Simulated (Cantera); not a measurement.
## Diamond growth

A diamond (100) surface in a fixed gas of H2 with x(CH4) = 0.0093, x(CH3) = 0.0012, at 1375 K, 18000 Pa; coverages are run to steady state.

Model: the Harris–Goodwin 1993 mechanism for the reconstructed diamond (100) surface, integrated in Cantera.

| x(H) | growth (µm/h) | θ c6HH | θ c6H* | θ c6*H | θ c6** | θ c6HM |
|---|---|---|---|---|---|---|
| 0.0001 | 0.791 | 0.697 | 0.0281 | 0.267 | 0.00307 | 0.000802 |
| 0.00025 | 4.16 | 0.551 | 0.0410 | 0.389 | 0.00922 | 0.00123 |
| 0.00065 | 14.1 | 0.440 | 0.0501 | 0.475 | 0.0212 | 0.00169 |
| 0.0017 | 31.7 | 0.380 | 0.0545 | 0.517 | 0.0366 | 0.00210 |
| 0.0042 | 53.6 | 0.354 | 0.0562 | 0.532 | 0.0489 | 0.00233 |
| 0.011 | 87.0 | 0.342 | 0.0571 | 0.538 | 0.0567 | 0.00230 |
| 0.027 | 137 | 0.337 | 0.0579 | 0.540 | 0.0604 | 0.00197 |
| 0.07 | 211 | 0.335 | 0.0596 | 0.540 | 0.0627 | 0.00138 |
| 0.18 | 286 | 0.334 | 0.0634 | 0.536 | 0.0647 | 0.000780 |
θ: site fractions in the mechanism's names (c6HH fully hydrogenated, c6H* and c6*H radical sites, c6** diradical, c6HM methylated).
